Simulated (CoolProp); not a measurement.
Decamethyltetrasiloxane (MD2M) at several states: Z from the reference equation and from simpler models built on Tc = 599.4 K, pc = 1144 kPa, ω = 0.635; each cubic takes its own stable root.

Model: reference Helmholtz-energy equation of state, Thol 2017, in CoolProp.

```
T (K)  p (kPa)   phase  reference  van der Waals  Peng-Robinson
-----  -------  ------  ---------  -------------  -------------
322.3      632  liquid    0.08875            [?]            [?]
441.3     12.7     gas     0.9895         0.9932         0.9881
439.7      786  liquid        [?]            [?]            [?]
```

Task: Fill in the missing entries.

Result: 
- 322.3, van der Waals: 0.1587
- 322.3, Peng-Robinson: 0.09027
- 439.7, reference: 0.09488
- 439.7, van der Waals: 0.1654
- 439.7, Peng-Robinson: 0.09344
